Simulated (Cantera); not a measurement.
Mixture: CH4 : H2 : O2 : N2 : H2O = 1 : 0.11 : 1.58 : 8.54 : 0.15 (molar parts), at 360 Torr, adiabatic and at constant volume. Ignition delay is the time to a rise of 400 K.

Model: GRI-Mech 3.0 (53 species, 325 reactions), integrated in Cantera.

**Question.** Predict: delay at 1300 K; delay at 1375 K; delay at 1450 K; delay at 1525 K; delay at 1600 K; delay at 1675 K; delay at 1750 K; apparent activation energy between 1600 and 1750 K.

**Answer.** 
```json
{
  "delay at 1300 K": "13.4 ms",
  "delay at 1375 K": "5.90 ms",
  "delay at 1450 K": "2.79 ms",
  "delay at 1525 K": "1.43 ms",
  "delay at 1600 K": "0.794 ms",
  "delay at 1675 K": "0.470 ms",
  "delay at 1750 K": "0.292 ms",
  "apparent activation energy between 1600 and 1750 K": "160 kJ/mol"
}
```
